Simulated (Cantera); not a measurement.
Adiabatic ignition

An adiabatic, constant-pressure homogeneous reactor starts with 18.9 % CO, 5.10 % H₂, 0.794 % CH₄, 9.05 % O₂, 66.2 % N₂, equivalence ratio 1.5, at 1350 K and 500000 Pa.

Computed with Cantera and GRI-Mech 3.0 (53 species, 325 reactions).

```csv
t (s),T (K),x CO,x H₂,x CH₄,x C₂H₂,x NO,x NO₂
9.00e-6,1351,0.189,0.0509,0.00789,1.28e-12,8.49e-12,<1e-12
2.76e-5,2145,0.118,0.0113,<1e-12,<1e-12,6.04e-5,2.26e-8
8.44e-5,2482,0.100,0.00853,<1e-12,<1e-12,0.000212,5.04e-8
0.000258,2567,0.0941,0.00775,<1e-12,<1e-12,0.000383,5.55e-8
0.000792,2577,0.0935,0.00768,<1e-12,<1e-12,0.000628,7.84e-8
0.00242,2574,0.0938,0.00773,<1e-12,<1e-12,0.00112,1.37e-7
0.00742,2571,0.0940,0.00778,<1e-12,<1e-12,0.00156,1.89e-7
0.0227,2571,0.0941,0.00779,<1e-12,<1e-12,0.00161,1.94e-7
0.0696,2571,0.0941,0.00779,<1e-12,<1e-12,0.00161,1.94e-7
0.213,2571,0.0941,0.00779,<1e-12,<1e-12,0.00161,1.94e-7
0.653,2571,0.0941,0.00779,<1e-12,<1e-12,0.00161,1.94e-7
2.00,2571,0.0941,0.00779,<1e-12,<1e-12,0.00161,1.94e-7
```
x: mole fraction; the columns are a selection and need not sum to one.

```json
{
  "time_of_steepest_temperature_rise": "18.0 µs",
  "temperature at 2.00 s": "2571 K",
  "equilibrium_temperature": "2571 K",
  "x(CO) at 2.00 s": "0.0941 (gas-phase equilibrium 0.0941)",
  "x(H₂) at 2.00 s": "0.00779 (gas-phase equilibrium 0.00779)",
  "x(CH₄) at 2.00 s": "<1e-12 (gas-phase equilibrium <1e-12)"
}
```
